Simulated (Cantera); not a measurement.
## Reactions in the system Ca-F-O

Standard-state values (1 bar) from the NASA 1993 polynomials, evaluated with Cantera. Values are per mole of reaction as written; species without (g) are pure solids or liquids, kept so even where they would boil at 1 bar.

CaF2 + O(g) ⇌ CaO + 2 F(g)

| T (K) | ΔH° (kJ) | ΔS° (J/K) | ΔG° (kJ) | log10 K |
|---|---|---|---|---|
| 300 | 500.4 | 126.1 | 462.6 | -80.54 |
| 773 | 498.0 | 121.5 | 404.0 | -27.30 |
| 823 | 497.5 | 120.9 | 398.0 | -25.26 |
| 873 | 496.9 | 120.3 | 391.9 | -23.45 |
| 923 | 496.3 | 119.6 | 386.0 | -21.84 |
| 973 | 495.6 | 118.8 | 380.0 | -20.40 |
| 1023 | 494.9 | 118.1 | 374.1 | -19.10 |
